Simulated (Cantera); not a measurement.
Mixture: 9.74 % CH4, 0.370 % C2H6, 18.9 % O2, 71.0 % N2, equivalence ratio 1.1, at 0.592 atm, adiabatic and at constant volume. Ignition delay is the time to a rise of 400 K.

Model: GRI-Mech 3.0 (53 species, 325 reactions), integrated in Cantera.

Task: At T0 = 1473 K, what is the delay, and which 7 reactions control it most (d ln τ / d ln k, from doubling and halving each rate constant)?

Result: The delay is 0.870 ms.
| reaction | d ln τ / d ln k | faster rate |
|---|---|---|
| H + O2 <=> O + OH | -0.46 | shortens it |
| CH4 + H <=> CH3 + H2 | 0.36 | lengthens it |
| CH3 + O2 <=> CH3O + O | -0.30 | shortens it |
| CH3 + HO2 <=> CH3O + OH | -0.22 | shortens it |
| CH4 + OH <=> CH3 + H2O | 0.21 | lengthens it |
| 2 CH3 <=> C2H5 + H | -0.17 | shortens it |
| CH3 + O2 <=> CH2O + OH | -0.16 | shortens it |
